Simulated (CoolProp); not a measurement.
Hydrogen chloride at 376.23 K and 24.1 MPa is throttled through a valve to 4.96 MPa with no heat exchange. Each further row changes one setting.

Computed with CoolProp (reference Helmholtz-energy equation of state, Thol 2018).

```tsv
case	temperature change (K)	final phase	final density (kg/m³)
as stated	-76.0	two-phase, vapour fraction 0.632	177
outlet pressure 1.49 MPa	-122.8	two-phase, vapour fraction 0.690	44.7
outlet pressure 6.45 MPa	-63.9	two-phase, vapour fraction 0.646	249
```
